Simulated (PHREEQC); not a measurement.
Consider water at 77 °C with 61 mmol/kgw NH3, 0.0016 mmol/kgw H4SiO4 and 1 mmol/kgw (CH3)4NCl. Closed to the air; pH follows from the charge balance.

Equilibrium calculation in PHREEQC: ion-association model, phreeqc.dat.

```csv
quantity,before,after
pH,9.66,9.66
ionic strength (mol/kgw),0.00209,0.00107
```

Problem. Which change was made?
A) temperature from 77 to 45 °C
B) H4SiO4 left out
C) NH3 from 0.061 to 0.0671 mol/kgw
D) NH3 left out
E) (CH3)4NCl left out

Solution. E, (CH3)4NCl left out

Precipitation was switched off in this run. (CH3)4N+ isn't in the database: it is added as a free cation with an ion size of 4 Å. Constants without temperature data keep their 25 °C values here.
